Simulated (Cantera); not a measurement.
Charge: 1 mol Fe3O4, 0.72 mol CH4, 10 mol H2, held at 3500 Pa.

Method: chemical equilibrium by Gibbs-energy minimisation in Cantera with the NASA 1993 tables (ideal gas, pure condensed phases). Candidate condensed phases: C, C6H6, C7H8, C8H18, Fe, Fe(CO)5, FeO, Fe(OH)2, Fe(OH)3, Fe2O3, Fe3O4, H2O; 114 gas species. The numbers say what is thermodynamically allowed, not how fast it happens.

x: gas mole fraction; n: condensed amount in mol.

```
T (°C)   x H2  x H2O      x Fe    x CO       x H  n Fe(γ)  n Fe(δ)  n Fe(l)
------  -----  -----  --------  ------  --------  -------  -------  -------
1202    0.679  0.262   2.50e-6  0.0513   5.71e-5     3.00        0        0
1302    0.678  0.263   1.95e-5  0.0522  0.000183     3.00        0        0
1402    0.677  0.263  0.000119  0.0530  0.000511        0     3.00        0
1502    0.675  0.264  0.000582  0.0535   0.00127        0     2.99        0
1602    0.672  0.263   0.00232  0.0539   0.00287        0        0     2.97
1702    0.666  0.262   0.00784  0.0538   0.00597        0        0     2.90
1802    0.650  0.256    0.0234  0.0531    0.0115        0        0     2.70
1902    0.616  0.244    0.0629  0.0509    0.0205        0        0        ?
2002    0.544  0.215     0.154  0.0457    0.0335        0        0        ?
2102    0.504  0.200     0.189  0.0432    0.0535        0        0        ?
```

Complete the blanks.


- 1902, n Fe(l): 2.16
- 2002, n Fe(l): 0.699
- 2102, n Fe(l): 0
